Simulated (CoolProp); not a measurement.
Vapour-liquid equilibrium of CH2F2 (R32) (1) + R143a (2) at 248.2 K; x and y are mole fractions of (1).

Computed with CoolProp (multi-fluid Helmholtz-energy mixture model, Tillner-Roth 1997 and Lemmon and Jacobsen 2000; pair parameters Bell 2016).

| x | bubble pressure, mixture model (kPa) | bubble pressure, Raoult's law (kPa) | y, mixture model | y, Raoult's law |
|---|---|---|---|---|
| 0.05 | 271.5 | 265.6 | 0.080 | 0.063 |
| 0.125 | 284.5 | 271.1 | 0.184 | 0.155 |
| 0.2 | 295.9 | 276.6 | 0.276 | 0.242 |
| 0.275 | 305.9 | 282.1 | 0.356 | 0.327 |
| 0.35 | 314.5 | 287.6 | 0.429 | 0.408 |
| 0.425 | (withheld) | 293.1 | 0.496 | 0.486 |
| 0.5 | (withheld) | 298.6 | 0.560 | 0.561 |
| 0.575 | 332.7 | 304.1 | 0.620 | 0.634 |
| 0.65 | 336.4 | 309.6 | (withheld) | 0.704 |
| 0.725 | (withheld) | 315.1 | 0.740 | 0.771 |
| 0.8 | 340.0 | 320.6 | (withheld) | 0.837 |
| 0.875 | 339.8 | 326.1 | 0.870 | 0.900 |
| 0.95 | 337.7 | 331.6 | 0.945 | 0.960 |

Task: Some entries are withheld; supply them.

Result: 
- 0.425, bubble pressure, mixture model (kPa): 321.8
- 0.5, bubble pressure, mixture model (kPa): 327.8
- 0.65, y, mixture model: 0.680
- 0.725, bubble pressure, mixture model (kPa): 338.9
- 0.8, y, mixture model: 0.803

The largest gap from Raoult's law is +9.8 % in bubble pressure, at x = 0.5. y crosses x between x = 0.8 and 0.875: the model has an azeotrope there.

Pair parameters are fitted to limited data, so mixtures are less certain than the pure fluids.
